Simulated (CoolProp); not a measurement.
Vapour-liquid equilibrium of R22 (1) + acetone (2) at 8.85 °C; x and y are mole fractions of (1).

The numbers come from the multi-fluid Helmholtz-energy mixture model, Kamei 1995 and Lemmon 2006; pair parameters Bell 2016 in CoolProp.

Give the bubble pressure and the first vapour's composition at x = 0.35, 0.5, 0.65. Is there an azeotrope?

x = 0.35: 144.5 kPa, y = 0.923; x = 0.5: 216.4 kPa, y = 0.961; x = 0.65: 324.7 kPa, y = 0.984. No azeotrope shows between x = 0.05 and 0.95.

Pair parameters are fitted to limited data, so mixtures are less certain than the pure fluids.
